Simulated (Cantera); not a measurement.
# SiCl4 + Cl2 + H2 (chlorosilane synthesis and conversion)

Input: 1 mol SiCl4, 1.1 mol Cl2, 14 mol H2, held at 15.0 bar.

These are equilibrium values from Cantera (NASA tables, ideal gas, pure condensed phases), not measurements of a reactor. Candidate condensed phases: Si; 19 gas species. The tables' values for SiCl3 are old estimates; treat these amounts as uncertain. Equilibrium is a limit: real reactors are often held back by kinetics, nucleation or transport.

From 1050 °C to 1275 °C nothing is condensed. The main Si-bearing gas is SiCl4 throughout.

```csv
T (°C),log p H2,log p HCl,log p SiCl4,log p SiHCl3,log p SiCl3,log p SiCl2
1050,1.07,0.36,-0.15,-0.73,-1.67,-2.45
1075,1.07,0.36,-0.16,-0.70,-1.56,-2.26
1100,1.07,0.37,-0.18,-0.67,-1.46,-2.08
1125,1.07,0.37,-0.19,-0.65,-1.37,-1.91
1150,1.07,0.38,-0.21,-0.63,-1.28,-1.75
1175,1.07,0.39,-0.23,-0.62,-1.20,-1.60
1200,1.06,0.39,-0.26,-0.61,-1.12,-1.46
1225,1.06,0.40,-0.28,-0.61,-1.06,-1.32
1250,1.06,0.41,-0.31,-0.60,-0.99,-1.20
1275,1.06,0.42,-0.34,-0.61,-0.94,-1.09
```
log p: log10 of the partial pressure in bar; nothing condenses.
